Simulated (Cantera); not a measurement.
An adiabatic, constant-pressure homogeneous reactor starts with 1.45 % C3H8, 20.7 % O2, 77.8 % N2, equivalence ratio 0.35, at 1275 K and 500000 Pa.

Computed with Cantera and GRI-Mech 3.0 (53 species, 325 reactions). GRI-Mech 3.0 was tuned for natural gas; its chemistry of propane as a main component is partial and can be far from experiment.

### Question
Predict: time of steepest temperature rise; temperature at 2.00 s; equilibrium temperature; x(O2) at 2.00 s; x(CO2) at 2.00 s; x(N2O) at 2.00 s.

### Answer
```json
{
 "time_of_steepest_temperature_rise": "0.588 ms",
 "temperature at 2.00 s": "2040 K",
 "equilibrium_temperature": "2040 K",
 "x(O2) at 2.00 s": "0.129 (gas-phase equilibrium 0.129)",
 "x(CO2) at 2.00 s": "0.0427 (gas-phase equilibrium 0.0427)",
 "x(N2O) at 2.00 s": "8.15e-7 (gas-phase equilibrium 8.15e-7)"
}
```
